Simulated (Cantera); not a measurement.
Charge: 1 mol C2H6, a varied amount of H2O, 8.4 mol N2, held at 950 K and 0.133 bar.

Method: chemical equilibrium by Gibbs-energy minimisation in Cantera with the NASA 1993 tables (ideal gas, pure condensed phases). Candidate condensed phases: C, C6H6, C7H8, C8H18, H2O; 136 gas species. Kinetics and transport are ignored.

Question: At 1.3 mol H2O, list the 4 most abundant gas species with their mole fractions, and the condensed phases.

Answer: N2 0.604, H2 0.302, CO 0.0869, H2O 0.00327. Condensed: C(graphite).
